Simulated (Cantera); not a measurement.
A perfectly stirred reactor is fed with CH4 : C2H6 : O2 : N2 = 1 : 0.032 : 4.91 : 18.5 (molar parts), equivalence ratio 0.43, at 49000 Pa; it is adiabatic with a 375 K inlet, and is followed from long to short residence time, starting on the burning branch (τ in s: 0.29, 0.13, 0.056, 0.025, 0.011, 0.0048, 0.0021, 0.00092, 0.00041, 0.00018, 7.9e-05).

Model: GRI-Mech 3.0 (53 species, 325 reactions), integrated in Cantera.

Task: What does this change do: inlet temperature 375 to 325 K?

Result: 
| quantity | before | after |
|---|---|---|
| blow-out, bracketed by the residence times tried | burning at 4.80 ms, out at 2.10 ms | burning at 4.80 ms, out at 2.10 ms |
| x(CH4) at τ = 0.290 s | 2.45e-5 | 3.09e-5 |
| x(C2H6) at τ = 0.290 s | 2.10e-7 | 2.66e-7 |
| x(O2) at τ = 0.290 s | 0.114 | 0.115 |
| x(CH2) at τ = 0.290 s | 1.23e-8 | 1.20e-8 |
| x(CO) at τ = 0.290 s | 0.000298 | 0.000348 |
| x(CH4) at τ = 4.80 ms | 0.000467 | 0.000846 |
| x(C2H6) at τ = 4.80 ms | 3.72e-6 | 7.02e-6 |
| x(O2) at τ = 4.80 ms | 0.118 | 0.120 |
| x(CH2) at τ = 4.80 ms | 3.25e-7 | 3.24e-7 |
| x(CO) at τ = 4.80 ms | 0.00600 | 0.00858 |

Task: What does this change do: pressure from 49000 Pa to 420000 Pa?

Result: 
| quantity | before | after |
|---|---|---|
| blow-out, bracketed by the residence times tried | burning at 4.80 ms, out at 2.10 ms | burning at 11.0 ms, out at 4.80 ms |
| x(CH4) at τ = 0.290 s | 2.45e-5 | 2.91e-5 |
| x(C2H6) at τ = 0.290 s | 2.10e-7 | 2.73e-7 |
| x(O2) at τ = 0.290 s | 0.114 | 0.115 |
| x(CH2) at τ = 0.290 s | 1.23e-8 | 1.45e-9 |
| x(CO) at τ = 0.290 s | 0.000298 | 0.000250 |
| x(CH4) at τ = 4.80 ms | 0.000467 | 0.0409 |
| x(C2H6) at τ = 4.80 ms | 3.72e-6 | 0.00131 |
| x(O2) at τ = 4.80 ms | 0.118 | 0.201 |
| x(CH2) at τ = 4.80 ms | 3.25e-7 | <1e-12 |
| x(CO) at τ = 4.80 ms | 0.00600 | <1e-12 |
